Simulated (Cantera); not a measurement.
Standard-state values (1 bar) from the NASA 1993 polynomials, evaluated with Cantera. Values are per mole of reaction as written; species without (g) are pure solids or liquids, kept so even where they would boil at 1 bar. VN: taken at fixed stoichiometry.

VN + 3 NO2(g) → VO2(g) + 4 NO(g)

| T (K) | ΔH° (kJ) | ΔS° (J/K) | ΔG° (kJ) | log10 K |
|---|---|---|---|---|
| 300 | 247.0 | 350.6 | 141.9 | -24.70 |
| 673 | 246.1 | 349.9 | 10.6 | -0.82 |
| 773 | … | … | … | … |
| 873 | … | … | … | … |
| 973 | … | … | … | … |
| 1073 | 238.8 | 341.6 | -127.8 | 6.22 |
| 1173 | 236.5 | 339.6 | -161.8 | 7.21 |
| 1273 | 234.1 | 337.6 | -195.7 | 8.03 |
| 1373 | 231.6 | 335.7 | -229.3 | 8.72 |
| 1473 | … | … | … | … |

Question: Fill in the missing entries.

Answer: 
- 773, ΔH° (kJ): 244.6
- 773, ΔS° (J/K): 347.9
- 773, ΔG° (kJ): -24.3
- 773, log10 K: 1.64
- 873, ΔH° (kJ): 242.9
- 873, ΔS° (J/K): 345.8
- 873, ΔG° (kJ): -59.0
- 873, log10 K: 3.53
- 973, ΔH° (kJ): 240.9
- 973, ΔS° (J/K): 343.7
- 973, ΔG° (kJ): -93.5
- 973, log10 K: 5.02
- 1473, ΔH° (kJ): 228.9
- 1473, ΔS° (J/K): 333.8
- 1473, ΔG° (kJ): -262.8
- 1473, log10 K: 9.32
